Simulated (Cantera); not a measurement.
A closed system holds: 1 mol SiH2Cl2, 1.6 mol NH3, 2.9 mol N2, equilibrated at 0.00133 bar.

Equilibrium computed with Cantera from the NASA thermochemical tables; the gas is ideal and each condensed phase is pure. Candidate condensed phases: NH4Cl, Si, Si3N4; 28 gas species. Rates play no part. All values below are at 825 K.

Base state: N2 0.412, H2 0.333, HCl 0.250, SiCl4 0.00499 (mole fractions); condensed: Si3N4(s).

**Question.** What changes in the equilibrium state with this change: SiH2Cl2 replaced by SiCl4?

**Answer.** 
| species | before | after |
|---|---|---|
| N2 | 0.412 | 0.453 |
| HCl | 0.250 | 0.326 |
| H2 | 0.333 | 0.166 |
| SiCl4 | 0.00499 | 0.0554 |
| SiHCl3 | 8.25e-6 | 3.48e-5 |
| Si3N4(s), mol | 0.321 | 0.198 |
